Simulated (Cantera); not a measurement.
Mixture: CH4 : H2 : O2 : N2 = 1 : 0.41 : 1.58 : 5.92 (molar parts), at 1280 Torr, adiabatic and at constant pressure. Ignition delay is the time to a rise of 400 K.

Computed with Cantera and GRI-Mech 3.0 (53 species, 325 reactions).

```json
[
 {"quantity": "delay at 1225 K", "before": "2.01 ms", "after": "1.80 ms"},
 {"quantity": "delay at 1375 K", "before": "0.573 ms", "after": "0.516 ms"},
 {"quantity": "delay at 1525 K", "before": "0.189 ms", "after": "0.172 ms"},
 {"quantity": "delay at 1675 K", "before": "74.4 µs", "after": "68.5 µs"},
 {"quantity": "apparent activation energy between 1600 and 1750 K", "before": "130 kJ/mol", "after": "130 kJ/mol"}
]
```

Problem. What was changed between the two runs?
A. N2 5.92 to 4 parts
B. pressure from 1280 Torr to 458 Torr
C. constant volume in place of constant pressure
D. pressure from 1280 Torr to 12800 Torr

Solution. C, constant volume in place of constant pressure
